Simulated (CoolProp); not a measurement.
Vapour pressure (MPa) of nitrous oxide: the reference equation beside estimates from Tc = 309.5 K, pc = 7.245 MPa, ω = 0.161. Clausius-Clapeyron is anchored at 215.1 K with a constant enthalpy of vaporisation of 14.84 kJ/mol.

Computed with CoolProp (reference Helmholtz-energy equation of state, Lemmon 2006). It is a short technical equation, of lower accuracy than the large ones.

```json
[
 {"T (K)": "192.2", "reference": "0.1556", "Clausius-Clapeyron": "0.1738", "Redlich-Kwong": "0.2109", "Soave-Redlich-Kwong": "0.1557", "Peng-Robinson": "0.1580"},
 {"T (K)": "197.9", "reference": "0.2102", "Clausius-Clapeyron": "0.2271", "Redlich-Kwong": "0.2806", "Soave-Redlich-Kwong": "0.2103", "Peng-Robinson": "0.2123"},
 {"T (K)": "203.7", "reference": "0.2799", "Clausius-Clapeyron": "0.2936", "Redlich-Kwong": "0.3679", "Soave-Redlich-Kwong": "0.2800", "Peng-Robinson": "0.2815"},
 {"T (K)": "209.4", "reference": "0.3644", "Clausius-Clapeyron": "0.3727", "Redlich-Kwong": "0.4718", "Soave-Redlich-Kwong": "0.3647", "Peng-Robinson": "0.3653"},
 {"T (K)": "215.1", "reference": "0.4671", "Clausius-Clapeyron": "0.4671", "Redlich-Kwong": "0.5957", "Soave-Redlich-Kwong": "0.4677", "Peng-Robinson": "0.4671"},
 {"T (K)": "220.9", "reference": "0.5926", "Clausius-Clapeyron": "0.5807", "Redlich-Kwong": "0.7444", "Soave-Redlich-Kwong": "0.5939", "Peng-Robinson": "0.5915"},
 {"T (K)": "226.6", "reference": "0.7390", "Clausius-Clapeyron": "0.7116", "Redlich-Kwong": "0.9146", "Soave-Redlich-Kwong": "0.7415", "Peng-Robinson": "0.7368"},
 {"T (K)": "232.3", "reference": "0.9108", "Clausius-Clapeyron": "0.8633", "Redlich-Kwong": "1.111", "Soave-Redlich-Kwong": "0.9149", "Peng-Robinson": "0.9075"}
]
```

Absolute difference from the reference over all 8 rows, mean and median: Clausius-Clapeyron 4.7 and 4.3 %, Redlich-Kwong 28.6 and 28.5 %, Soave-Redlich-Kwong 0.2 and 0.1 %, Peng-Robinson 0.5 and 0.3 %.
